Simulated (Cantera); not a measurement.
## Pyrogenic steam for wet oxidation

An isothermal, constant-pressure homogeneous reactor starts with 49.4 % H2, 30.9 % O2, 19.8 % N2, at 1248 K and 0.138 atm.

Detailed kinetics in Cantera: GRI-Mech 3.0 (53 species, 325 reactions). The temperature is held fixed by assumption; the heat of reaction is taken as removed at once.

| t (s) | x H2 | x O2 | x H | x O | x HO2 |
|---|---|---|---|---|---|
| 0.000500 | 0.0277 | 0.0938 | 0.0278 | 0.00768 | 3.63e-5 |
| 0.00158 | 0.00325 | 0.0827 | 0.000805 | 0.000654 | 2.28e-5 |
| 0.00500 | 0.000273 | 0.0819 | 1.89e-5 | 5.19e-5 | 4.91e-6 |
| 0.0158 | 2.99e-5 | 0.0819 | 7.96e-7 | 6.54e-6 | 7.13e-7 |
| 0.0500 | 5.07e-6 | 0.0819 | 6.46e-8 | 1.28e-6 | 1.39e-7 |
| 0.158 | 1.22e-6 | 0.0820 | 8.27e-9 | 3.30e-7 | 3.91e-8 |
| 0.500 | 3.92e-7 | 0.0820 | 1.54e-9 | 1.06e-7 | 1.95e-8 |
| 1.58 | 2.17e-7 | 0.0820 | 6.26e-10 | 5.53e-8 | 1.74e-8 |
| 5.00 | 2.05e-7 | 0.0820 | 5.68e-10 | 5.13e-8 | 1.73e-8 |
| 15.8 | 2.05e-7 | 0.0820 | 5.68e-10 | 5.13e-8 | 1.73e-8 |
| 50.0 | 2.05e-7 | 0.0820 | 5.68e-10 | 5.13e-8 | 1.73e-8 |
x: mole fraction; the columns are a selection and need not sum to one.

Equilibrium at this temperature and pressure: H2 2.05e-7, O2 0.0819, H 5.68e-10, O 5.12e-8, HO2 1.73e-8 (gas phase only).
